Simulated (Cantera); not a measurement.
Input (Python, Cantera) and output of one run.

```python
import numpy as np
import cantera as ct

gas_names = """
    Fe H H2 H2S S SH S2 S8
""".split()
cond_names = """
    Fe(a) Fe(c) Fe(d) Fe(L) FeS(a) FeS(b) FeS(c) FeS(L) FeS2(s) S(cr1) S(cr2) S(L)
""".split()


# ... load() reads the species with a 1 bar reference pressure and builds the phases ...
atoms = {
    'FeS2': {'Fe': 1, 'S': 2},
    'H2': {'H': 2},
}
top_T = {'FeS2(s)': 1010}  # K; cautious upper limits of use, not melting points


# ... equilibrate(T, P, feed) seeds the gas with the atoms and calls Mixture.equilibrate('TP', solver="vcs", rtol=1e-11, max_steps=5000) ...
results = []
T = 998  # K
P = 480000  # Pa
for m in [1, 2.9, 8.2, 23, 65, 180, 510]:
    feed = {'FeS2': 1, 'H2': m}  # mol
    mix = equilibrate(T, P, feed)
    results.append((T, P, feed, dict(zip(mix.species_names, mix.species_moles))))

top = {s: max(r[3][s] / sum(r[3][g] for g in gas_names) for r in results) for s in gas_names}
cols = sorted((s for s in top if top[s] > 0.001), key=lambda s: -top[s])[:7]
seen = [c for c in cond_names if any(r[3].get(c, 0) > 1e-12 for r in results)]
print("log10 of partial pressures in bar; condensed amounts in mol")
print(f"{'n(H2)':>10s}" + "".join(f"{s[:9]:>10s}" for s in cols + seen))
for T, P, feed, n in results:
    ng = sum(n[g] for g in gas_names)
    print(f"{feed['H2']:10.4g}" + "".join(f"{np.log10(max(n[s] / ng * P / 1e5, 1e-99)):10.3f}" for s in cols)
          + "".join(f"{n.get(c, 0):10.4g}" for c in seen))
```

Result:

```
log10 of partial pressures in bar; condensed amounts in mol
     n(H2)        H2       H2S        S2    FeS(c)
         1    -0.886     0.663    -1.187         1
       2.9     0.498     0.219    -4.842         1
       8.2     0.625    -0.233    -5.999         1
        23     0.662    -0.680    -6.970         1
        65     0.675    -1.132    -7.897         1
       180     0.679    -1.574    -8.790         1
       510     0.680    -2.026    -9.698         1
```

Cantera equilibrium calculation (NASA polynomials, part measured and part estimated; ideal gas, pure solids and liquids). FeS: taken at fixed stoichiometry. Gases not in the tables: S3 to S7.
